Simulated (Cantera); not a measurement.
**Premixed flame**

A freely propagating, adiabatic, planar premixed flame of CH₄ : C₂H₆ : O₂ : N₂ = 1 : 0.047 : 1.55 : 5.81 (molar parts), equivalence ratio 1.4, unburnt at 500 K and 1000000 Pa; multicomponent+Soret transport, grid criteria slope 0.08 and curve 0.16, no radiation.

Cantera simulation using GRI-Mech 3.0 (53 species, 325 reactions); the numbers are that mechanism's predictions, not measurements. Burning velocities carry a grid error of a few per cent, more on coarse grids.

| z (mm) | T (K) | u (m/s) | x CH₄ | x C₂H₆ | x O₂ | x H | x CH₂ | x CH₃ |
|---|---|---|---|---|---|---|---|---|
| -0.397 | 501 | 0.201 | 0.119 | 0.00558 | 0.184 | <1e-8 | <1e-8 | <1e-8 |
| -0.265 | 511 | 0.205 | 0.117 | 0.00557 | 0.183 | <1e-8 | <1e-8 | <1e-8 |
| -0.199 | 540 | 0.218 | 0.114 | 0.00554 | 0.181 | <1e-8 | <1e-8 | <1e-8 |
| -0.132 | 674 | 0.274 | 0.103 | 0.00533 | 0.170 | <1e-8 | <1e-8 | 1.73e-7 |
| -0.0662 | 1151 | 0.478 | 0.0703 | 0.00371 | 0.121 | 2.10e-6 | <1e-8 | 5.76e-5 |
| -0.0331 | 1543 | 0.651 | 0.0414 | 0.00191 | 0.0744 | 4.64e-5 | 3.88e-7 | 0.000584 |
| 0 | 1895 | 0.810 | 0.0159 | 0.000367 | 0.0300 | 0.000325 | 9.39e-6 | 0.00150 |
| 0.0331 | 2064 | 0.886 | 0.00583 | 3.91e-5 | 0.00897 | 0.000586 | 1.50e-5 | 0.00106 |
| 0.0662 | 2119 | 0.909 | 0.00320 | 8.07e-6 | 0.00284 | 0.000547 | 8.30e-6 | 0.000582 |
| 0.132 | 2143 | 0.920 | 0.00184 | 1.35e-6 | 0.000431 | 0.000385 | 2.54e-6 | 0.000246 |
| 0.265 | 2145 | 0.922 | 0.00106 | 2.92e-7 | 2.35e-5 | 0.000308 | 9.17e-7 | 0.000112 |
| 0.530 | 2142 | 0.922 | 0.000502 | 6.00e-8 | 7.03e-7 | 0.000299 | 3.82e-7 | 4.98e-5 |
| 1.06 | 2140 | 0.922 | 0.000139 | <1e-8 | 5.14e-7 | 0.000299 | 9.66e-8 | 1.34e-5 |
x: mole fraction of selected species; z is measured from the peak of heat release.

```
Quantity                      Value
------------------------  ---------
laminar burning velocity  20.0 cm/s
thermal thickness          0.132 mm
peak x(H)                  0.000594
peak x(CH₂)                 1.58e-5
peak x(CH₃)                 0.00151
grid points                     136
```
